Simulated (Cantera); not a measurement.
An isothermal, constant-pressure homogeneous reactor starts with CO : O2 : H2O : N2 = 0.03 : 0.019 : 0.0054 : 1 (molar parts), equivalence ratio 0.79, at 1025 K and 1500 Torr. Integrator tolerance rtol = 1e-08.

Detailed kinetics in Cantera: GRI-Mech 3.0 (53 species, 325 reactions).

**Question.** What does this change do: CO 0.03 to 0.08 parts?

**Answer.** 
```csv
quantity,before,after
x(CO) at 30.0 s,7.47e-6 (gas-phase equilibrium 4.62e-11),0.0377 (gas-phase equilibrium 0.0359)
x(O2) at 30.0 s,0.00385 (gas-phase equilibrium 0.00385),1.11e-8 (gas-phase equilibrium <1e-12)
x(H2O) at 30.0 s,0.00520 (gas-phase equilibrium 0.00520),0.00397 (gas-phase equilibrium 0.00223)
x(NO) at 30.0 s,4.92e-9 (gas-phase equilibrium 6.15e-6),5.78e-10 (gas-phase equilibrium <1e-12)
x(H2O2) at 30.0 s,1.27e-10 (gas-phase equilibrium 1.75e-12),<1e-12 (gas-phase equilibrium <1e-12)
x(H2) at 30.0 s,5.30e-8 (gas-phase equilibrium 1.08e-11),0.00101 (gas-phase equilibrium 0.00275)
```
The temperature is held fixed by assumption; the heat of reaction is taken as removed at once.
